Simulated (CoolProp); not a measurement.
Properties of normal hydrogen along the isobar 2.81 MPa.

Model: reference Helmholtz-energy equation of state, Leachman 2009, in CoolProp.

```csv
T (°C),phase,density (kg/m³)
-244.65,liquid,64.68
-224.15,supercritical,18.18
-203.55,supercritical,10.42
-182.95,supercritical,7.644
-162.35,supercritical,6.109
-141.85,supercritical,5.115
-121.25,supercritical,4.407
-100.65,supercritical,3.875
-80.05,supercritical,3.461
-59.55,supercritical,3.129
```
